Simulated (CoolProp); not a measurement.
Values from CoolProp's reference Helmholtz-energy equation of state, de Reuck 1993.

Q: For methanol, give the phase and the cp (kJ/(kg K)), cv (kJ/(kg K)), expansivity (1/kK), viscosity (µPa s) at 186.45 °C and 18.2 bar; 206.55 °C and 18.2 bar; 346.85 °C and 18.2 bar.

A: 
- 186.45 °C and 18.2 bar: gas; cp 3.15, cv 2.29, expansivity 4.77, viscosity 14.5
- 206.55 °C and 18.2 bar: gas; cp 2.61, cv 2.02, expansivity 3.61, viscosity 15.3
- 346.85 °C and 18.2 bar: gas; cp 2.30, cv 2.01, expansivity 1.78, viscosity 20.4

Viscosity comes from a separate model (Xiang 2006).
